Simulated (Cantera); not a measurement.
Input: 1 mol MgCO3, 0.09 mol C, 0.054 mol H2O, at 10000 Pa.

Method: chemical equilibrium by Gibbs-energy minimisation in Cantera with the NASA 1993 tables (ideal gas, pure condensed phases). Candidate condensed phases: C, C6H6, C7H8, C8H18, H2O, Mg, MgCO3, MgO, Mg(OH)2; 116 gas species. Equilibrium is a limit: real reactors are often held back by kinetics, nucleation or transport.

Task: At 1927 °C, list the 5 most abundant gas species with their mole fractions, and the condensed phases.

Result: CO2 0.773, CO 0.170, H2O 0.0433, O2 0.00747, OH 0.00253. Condensed: MgO(s).
